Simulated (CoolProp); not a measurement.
Properties of water along the isobar 24000 kPa (Tc = 373.9 °C, pc = 22060 kPa, ω = 0.344).

Computed with CoolProp (reference Helmholtz-energy equation of state, Wagner 2002).

```
T (°C)   phase  isothermal compressibility (1/MPa)  Prandtl number
------  ------  ----------------------------------  --------------
133.25  liquid                           0.0005151            1.29
150.35  liquid                           0.0005594            1.14
167.35  liquid                           0.0006141            1.04
184.35  liquid                           0.0006819           0.960
201.45  liquid                           0.0007671           0.901
218.45  liquid                           0.0008742           0.859
235.55  liquid                            0.001013           0.830
252.55  liquid                            0.001194           0.812
269.55  liquid                            0.001441           0.806
286.65  liquid                            0.001791           0.812
303.65  liquid                            0.002314           0.832
320.75  liquid                            0.003175           0.873
337.75  liquid                            0.004782           0.952
354.75  liquid                            0.008705            1.13
```

Viscosity comes from a separate model (Huber 2009). Thermal conductivity comes from a separate model (Huber 2012).
